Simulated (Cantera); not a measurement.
# Equilibrium for silicon nitride deposition: trisilylamine + N₂

A closed system holds: 1 mol trisilylamine, 37 mol N₂, at 5800 Pa.

Equilibrium computed with Cantera from the NASA thermochemical tables; the gas is ideal and each condensed phase is pure. Candidate condensed phases: Si, Si₃N₄; 18 gas species. The feed counts by its element totals alone. The tables' values for SiN are old estimates; treat these amounts as uncertain. Gases not in the tables: Si₂H₆ and higher silanes. Kinetics and transport are ignored.

From 873 K to 1873 K the condensed part is Si₃N₄(s). From 1973 K to 2073 K the condensed part is Si(l).

```json
[
 {"T (K)": "873", "x N₂": "0.888", "x H₂": "0.112", "x H": "6.51e-11", "x Si": "<1e-12", "x Si₂N": "<1e-12", "x SiN": "<1e-12", "x SiH": "<1e-12", "x Si₂": "<1e-12", "n Si₃N₄(s)": "1.00", "n Si(l)": "0"},
 {"T (K)": "973", "x N₂": "0.888", "x H₂": "0.112", "x H": "1.51e-9", "x Si": "<1e-12", "x Si₂N": "<1e-12", "x SiN": "<1e-12", "x SiH": "<1e-12", "x Si₂": "<1e-12", "n Si₃N₄(s)": "1.00", "n Si(l)": "0"},
 {"T (K)": "1073", "x N₂": "0.887", "x H₂": "0.112", "x H": "1.95e-8", "x Si": "<1e-12", "x Si₂N": "<1e-12", "x SiN": "<1e-12", "x SiH": "<1e-12", "x Si₂": "<1e-12", "n Si₃N₄(s)": "1.00", "n Si(l)": "0"},
 {"T (K)": "1173", "x N₂": "0.887", "x H₂": "0.112", "x H": "1.64e-7", "x Si": "<1e-12", "x Si₂N": "<1e-12", "x SiN": "<1e-12", "x SiH": "<1e-12", "x Si₂": "<1e-12", "n Si₃N₄(s)": "1.00", "n Si(l)": "0"},
 {"T (K)": "1273", "x N₂": "0.887", "x H₂": "0.112", "x H": "9.93e-7", "x Si": "<1e-12", "x Si₂N": "<1e-12", "x SiN": "<1e-12", "x SiH": "<1e-12", "x Si₂": "<1e-12", "n Si₃N₄(s)": "1.00", "n Si(l)": "0"},
 {"T (K)": "1373", "x N₂": "0.887", "x H₂": "0.112", "x H": "4.64e-6", "x Si": "1.02e-11", "x Si₂N": "<1e-12", "x SiN": "5.38e-12", "x SiH": "4.69e-12", "x Si₂": "<1e-12", "n Si₃N₄(s)": "1.00", "n Si(l)": "0"},
 {"T (K)": "1473", "x N₂": "0.887", "x H₂": "0.112", "x H": "1.76e-5", "x Si": "6.23e-10", "x Si₂N": "1.96e-12", "x SiN": "2.04e-10", "x SiH": "1.81e-10", "x Si₂": "<1e-12", "n Si₃N₄(s)": "1.00", "n Si(l)": "0"},
 {"T (K)": "1573", "x N₂": "0.887", "x H₂": "0.112", "x H": "5.66e-5", "x Si": "2.23e-8", "x Si₂N": "1.86e-10", "x SiN": "4.84e-9", "x SiH": "4.34e-9", "x Si₂": "1.11e-12", "n Si₃N₄(s)": "1.000", "n Si(l)": "0"},
 {"T (K)": "1673", "x N₂": "0.887", "x H₂": "0.112", "x H": "0.000159", "x Si": "5.19e-7", "x Si₂N": "1.01e-8", "x SiN": "7.81e-8", "x SiH": "7.08e-8", "x Si₂": "1.44e-10", "n Si₃N₄(s)": "1.000", "n Si(l)": "0"},
 {"T (K)": "1773", "x N₂": "0.887", "x H₂": "0.112", "x H": "0.000396", "x Si": "8.40e-6", "x Si₂N": "3.47e-7", "x SiN": "9.15e-7", "x SiH": "8.37e-7", "x Si₂": "1.07e-8", "n Si₃N₄(s)": "1.000", "n Si(l)": "0"},
 {"T (K)": "1873", "x N₂": "0.887", "x H₂": "0.112", "x H": "0.000897", "x Si": "0.000100", "x Si₂N": "8.06e-6", "x SiN": "8.20e-6", "x SiH": "7.54e-6", "x Si₂": "4.95e-7", "n Si₃N₄(s)": "0.998", "n Si(l)": "0"},
 {"T (K)": "1973", "x N₂": "0.891", "x H₂": "0.106", "x H": "0.00182", "x Si": "0.000544", "x Si₂N": "4.63e-5", "x SiN": "3.44e-5", "x SiH": "3.09e-5", "x Si₂": "5.28e-6", "n Si₃N₄(s)": "0", "n Si(l)": "2.97"},
 {"T (K)": "2073", "x N₂": "0.890", "x H₂": "0.105", "x H": "0.00354", "x Si": "0.00172", "x Si₂N": "0.000106", "x SiN": "8.59e-5", "x SiH": "7.71e-5", "x Si₂": "2.11e-5", "n Si₃N₄(s)": "0", "n Si(l)": "2.91"}
]
```
x: gas mole fraction; n: condensed amount in mol.
